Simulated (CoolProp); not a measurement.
A single-stage vapour-compression cycle with vinyl chloride: evaporating at 255.15 K (dew point), condensing at 295.15 K (bubble point), superheat 0 K, subcooling 8 K, compressor efficiency 0.7, no pressure losses. Each further row changes one setting.

Model: reference Helmholtz-energy equation of state, Thol 2022, in CoolProp.

```tsv
case	cooling COP	pressure ratio	discharge temperature (K)	refrigerating effect (kJ/kg)	volumetric capacity (kJ/m³)
as stated	4.08	4.23	347.0	311	802
evaporating temperature 260.15 K	4.83	3.43	339.1	314	983
condensing temperature 290.15 K	4.74	3.62	336.9	318	821
subcooling 13 K	4.18	4.23	347.0	318	821
superheat 10 K	4.03	4.23	358.2	319	789
compressor efficiency 0.6	3.50	4.23	359.7	311	802
```
